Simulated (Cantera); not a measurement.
Charge: 1 mol TiC, 0.041 mol H₂, held at 2473 K and 1.00 bar.

Method: chemical equilibrium by Gibbs-energy minimisation in Cantera with the NASA 1993 tables (ideal gas, pure condensed phases). Candidate condensed phases: C, C₆H₆, C₇H₈, C₈H₁₈, Ti, TiC; 77 gas species. TiC: taken at fixed stoichiometry. Rates play no part.

Base state: H₂ 0.978, H 0.0221, Ti 3.33e-5, C₂H₂ (acetylene) 1.27e-5 (mole fractions); condensed: TiC(s).

Q: What changes in the equilibrium state with this change: temperature from 2473 K to 1648.15 K?

A: 
| species | before | after |
|---|---|---|
| H₂ | 0.978 | 1.000 |
| H | 0.0221 | 8.92e-5 |
| Ti | 3.33e-5 | 1.61e-8 |
| C₂H₂ (acetylene) | 1.27e-5 | <1e-9 |
| TiC(s), mol | 1.000 | 1.00 |

Q: What changes in the equilibrium state with this change: TiC replaced by BN?

A: 
```
species            before    after
----------------  -------  -------
H₂                  0.978    0.929
N₂                      0   0.0455
H                  0.0221   0.0215
BH₂                     0  0.00339
Ti                3.33e-5        0
BH₃                     0  7.49e-5
B                       0  6.67e-5
BH                      0  3.60e-5
C₂H₂ (acetylene)  1.27e-5        0
TiC(s), mol         1.000        0
B(l), mol               0  0.00380
BN(s), mol              0    0.996
```
Mutual solubility and eutectic melting of coexisting phases are not modelled. The tables' values for BH₂ are old estimates; treat these amounts as uncertain. Gases not in the tables: B₂H₆ and higher boranes. Further candidate phases: B, BN.
